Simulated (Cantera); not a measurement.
A closed system holds: 1 mol C2H2, 0.57 mol H2O, 0.95 mol N2, at 575 °C and 2800000 Pa.

Equilibrium computed with Cantera from the NASA thermochemical tables; the gas is ideal and each condensed phase is pure. Candidate condensed phases: C, C6H6, C7H8, C8H18, H2O; 136 gas species. The numbers say what is thermodynamically allowed, not how fast it happens.

Base state: N2 0.442, CH4 0.220, H2O 0.179, H2 0.111, CO2 0.0392, CO 0.00785, NH3 0.00130, C2H6 1.61e-5 (mole fractions); condensed: C(graphite).

### Question
What changes in the equilibrium state with this change: C2H2 replaced by C?

### Answer
```json
[
 {"species": "N2", "before": "0.442", "after": "0.601"},
 {"species": "H2O", "before": "0.179", "after": "0.158"},
 {"species": "CO2", "before": "0.0392", "after": "0.0955"},
 {"species": "CH4", "before": "0.220", "after": "0.0699"},
 {"species": "H2", "before": "0.111", "after": "0.0625"},
 {"species": "CO", "before": "0.00785", "after": "0.0123"},
 {"species": "C2H6", "before": "1.61e-5", "after": "2.89e-6"},
 {"species": "NH3", "before": "0.00130", "after": "0.000640"},
 {"species": "C(graphite), mol", "before": "1.43", "after": "0.719"}
]
```

### Question
What changes in the equilibrium state with this change: temperature from 575 °C to 1502 °C?

### Answer
```json
[
 {"species": "H2", "before": "0.111", "after": "0.498"},
 {"species": "N2", "before": "0.442", "after": "0.308"},
 {"species": "CO", "before": "0.00785", "after": "0.185"},
 {"species": "CH4", "before": "0.220", "after": "0.00580"},
 {"species": "H2O", "before": "0.179", "after": "0.000832"},
 {"species": "CO2", "before": "0.0392", "after": "8.30e-5"},
 {"species": "HNC", "before": "<1e-9", "after": "7.62e-5"},
 {"species": "C2H2 (acetylene)", "before": "<1e-9", "after": "7.09e-5"},
 {"species": "H", "before": "<1e-9", "after": "3.86e-5"},
 {"species": "HCN", "before": "6.49e-8", "after": "0.00213"},
 {"species": "C2H4", "before": "8.76e-8", "after": "2.75e-5"},
 {"species": "C(graphite), mol", "before": "1.43", "after": "1.41"}
]
```

### Question
What changes in the equilibrium state with this change: N2 from 0.95 to 15 mol?

### Answer
| species | before | after |
|---|---|---|
| N2 | 0.442 | 0.916 |
| H2 | 0.111 | 0.0338 |
| H2O | 0.179 | 0.0207 |
| CH4 | 0.220 | 0.0205 |
| CO2 | 0.0392 | 0.00560 |
| C2H6 | 1.61e-5 | 4.58e-7 |
| NH3 | 0.00130 | 0.000315 |
| C(graphite), mol | 1.43 | 1.52 |
